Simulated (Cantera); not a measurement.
Equilibrium for oxide etching and cleaning by halides: CaO + Cl₂ + H₂

A closed system holds: 1 mol CaO, 26 mol Cl₂, 14 mol H₂, at 0.150 bar.

Equilibrium computed with Cantera from the NASA thermochemical tables; the gas is ideal and each condensed phase is pure. Candidate condensed phases: Ca, CaCl₂, CaO, Ca(OH)₂, H₂O; 21 gas species. Condensed phases not in the tables: oxide chlorides. Equilibrium is a limit: real reactors are often held back by kinetics, nucleation or transport.

```
T (K)  x HCl  x Cl₂     x Cl     x O₂    x H₂O  n CaCl₂(l)
-----  -----  -----  -------  -------  -------  ----------
1125   0.693  0.287  0.00284  0.00819  0.00900       1.000
1175   0.695  0.284  0.00498  0.00900  0.00733       0.999
1225   0.696  0.280  0.00834  0.00963  0.00601       0.997
1275   0.696  0.276   0.0134   0.0101  0.00497       0.991
1325   0.694  0.270   0.0207   0.0105  0.00416       0.975
1375   0.691  0.262   0.0309   0.0107  0.00352       0.940
1425   0.686  0.252   0.0446   0.0108  0.00301       0.861
```
x: gas mole fraction; n: condensed amount in mol.

From 1125 K to 1425 K the condensed part is CaCl₂(l). The main Ca-bearing gas is CaCl₂ throughout. The share of Ca in condensed phases is highest at 1125 K (100.0 %) and lowest at 1425 K (86.1 %).
